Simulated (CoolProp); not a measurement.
Vapour-liquid equilibrium of diethyl ether (1) + n-hexane (2) at 49.3 kPa; x and y are mole fractions of (1).

Values from CoolProp's multi-fluid Helmholtz-energy mixture model, Thol 2014 and Thol 2019; pair parameters Bell 2016.

Problem. Give the bubble temperature and the first vapour's composition at x = 0.15, 0.65, 0.95. Is there an azeotrope?

Solution. x = 0.15: 310.9 K, y = 0.401; x = 0.65: 295.3 K, y = 0.854; x = 0.95: 289.6 K, y = 0.983. No azeotrope shows between x = 0.05 and 0.95.

Pair parameters are fitted to limited data, so mixtures are less certain than the pure fluids.
